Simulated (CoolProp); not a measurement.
The numbers come from the reference Helmholtz-energy equation of state, Lemmon 2004 in CoolProp. It is a short technical equation, of lower accuracy than the large ones.

**Question.** For n-dodecane, give the phase and the isothermal compressibility (1/MPa), viscosity (µPa s), fugacity coefficient at 477.2 K and 2.67 bar; 477.2 K and 5.75 bar; 477.2 K and 57.5 bar.

**Answer.** 
- 477.2 K and 2.67 bar: liquid; isothermal compressibility 0.00422, viscosity 214, fugacity coefficient 0.269
- 477.2 K and 5.75 bar: liquid; isothermal compressibility 0.00416, viscosity 216, fugacity coefficient 0.128
- 477.2 K and 57.5 bar: liquid; isothermal compressibility 0.00336, viscosity 239, fugacity coefficient 0.0184

Viscosity comes from a separate model (Huber 2004).
